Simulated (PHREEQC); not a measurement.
A column of 1 m (40 cells, dispersivity 0.035 m, 720 s a shift, diffusion coefficient 3e-10 m²/s) holds 0.0072 eq of the database's cation exchanger X per kg of pore water, first in equilibrium with 0.00069 mol NaCl and 1e-05 mol HCl per kg of water. It is flushed with 3.4 mmol/kgw KCl, 2.3 mmol/kgw SrCl2 and 0.01 mmol/kgw HCl, at 25 °C. Values are for the last cell. The system is closed to CO2. No solid was allowed to form.

The series has 33 steps of pore volumes, from 0 to 4.013.

Model: ion-association model, phreeqc.dat, run in PHREEQC.

Q: After how many pore volumes does K at the outlet first reach half of its feed value?

A: By 1.9 pore volumes; it later peaks at 0.00722 mol/kgw, above the feed's 0.00340.

Q: After how many pore volumes does Sr at the outlet first reach half of its feed value?

A: By 2.4 pore volumes.
